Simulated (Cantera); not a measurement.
Input: 1 mol Si, a varied amount of HCl, 1.6 mol N₂, equilibrated at 1325 K and 13.3 mbar.

These are equilibrium values from Cantera (NASA tables, ideal gas, pure condensed phases), not measurements of a reactor. Candidate condensed phases: NH₄Cl, Si, Si₃N₄; 28 gas species. N₂ is the only nitrogen source here; it is nearly inert below about 1500 K, so the nitride shown seldom forms there in practice. Equilibrium is a limit: real reactors are often held back by kinetics, nucleation or transport.

### Question
Which condensed phases are stable at each of these points (n(HCl) (mol)): 1.1, 1.8, 2.8, 4.5, 7.1, 11, 18, 29?

### Answer
| n(HCl) (mol) | condensed phases | Si condensed (%) |
|---|---|---|
| 1.1 | Si₃N₄(s) | 87.9 |
| 1.8 | Si₃N₄(s) | 79.0 |
| 2.8 | Si₃N₄(s) | 65.8 |
| 4.5 | Si₃N₄(s) | 42.6 |
| 7.1 | Si₃N₄(s) | 6.3 |
| 11 | gas only | 0.0 |
| 18 | gas only | 0.0 |
| 29 | gas only | 0.0 |

From 1.1 mol HCl to 7.1 mol HCl the condensed part is Si₃N₄(s). From 11 mol HCl to 29 mol HCl nothing is condensed.
